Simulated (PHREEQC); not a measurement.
Solution (5 °C): 0.25 mol/kgw HF and 0.003 mol/kgw CsF. Closed to the air; pH follows from the charge balance.

The numbers come from PHREEQC with the ion-association model, wateq4f.dat.

No solid was allowed to form.

**Question.** Order these F species by the share of F that they hold, largest first: HF2-, H2F2, F-, HF.

**Answer.** H2F2 (49 %), HF (43 %), F- (4.3 %), HF2- (3.0 %)

The pH is 1.97 and the ionic strength 0.0148 mol/kgw. wateq4f.dat counts part of the HF as a dimer, H2F2, which phreeqc.dat doesn't know; its constant is uncertain. Away from 25 °C the constants follow the database's enthalpies or fits; those with neither stay at their 25 °C values.
